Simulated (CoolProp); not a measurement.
Vapour-liquid equilibrium of CHF3 (R23) (1) + C2F6 (R116) (2) at -21.65 °C; x and y are mole fractions of (1).

Computed with CoolProp (multi-fluid Helmholtz-energy mixture model, Penoncello 2003 and Lemmon 2006; pair parameters Bell 2016).

| x | bubble pressure, mixture model (MPa) | bubble pressure, Raoult's law (MPa) | y, mixture model | y, Raoult's law |
|---|---|---|---|---|
| 0.05 | 1.104 | 1.012 | 0.116 | 0.065 |
| 0.125 | 1.235 | 1.037 | 0.240 | 0.160 |
| 0.2 | 1.335 | 1.061 | 0.328 | 0.250 |
| 0.275 | 1.410 | 1.086 | 0.397 | 0.335 |
| 0.35 | 1.467 | 1.111 | 0.455 | 0.417 |
| 0.425 | 1.508 | 1.135 | 0.505 | 0.496 |
| 0.5 | 1.535 | 1.160 | 0.552 | 0.571 |
| 0.575 | 1.550 | 1.185 | 0.597 | 0.643 |
| 0.65 | 1.554 | 1.209 | 0.643 | 0.712 |
| 0.725 | 1.544 | 1.234 | 0.694 | 0.778 |
| 0.8 | 1.518 | 1.259 | 0.751 | 0.842 |
| 0.875 | 1.471 | 1.284 | 0.822 | 0.903 |
| 0.95 | 1.396 | 1.308 | 0.916 | 0.962 |

The largest gap from Raoult's law is +32.9 % in bubble pressure, at x = 0.425. y crosses x between x = 0.575 and 0.65: the model has an azeotrope there.

The pair parameters rest on a limited set of measurements; away from them the model extrapolates.
